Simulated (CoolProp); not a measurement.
Vapour-liquid equilibrium of R114 (1) + n-heptane (2) at 298.8 K; x and y are mole fractions of (1).

Computed with CoolProp (multi-fluid Helmholtz-energy mixture model, Platzer 1990 and Span 2003; pair parameters Bell 2016). This equation is an older, rougher fit; its heat capacities, sound speeds and derivatives of the liquid may be far off and weren't checked against measurements.

Problem. Give the bubble pressure and the first vapour's composition at x = 0.15, 0.35, 0.95. Is there an azeotrope?

Solution. x = 0.15: 0.05619 MPa, y = 0.901; x = 0.35: 0.1074 MPa, y = 0.956; x = 0.95: 0.2085 MPa, y = 0.996. No azeotrope shows between x = 0.05 and 0.95.

The pair parameters rest on a limited set of measurements; away from them the model extrapolates.
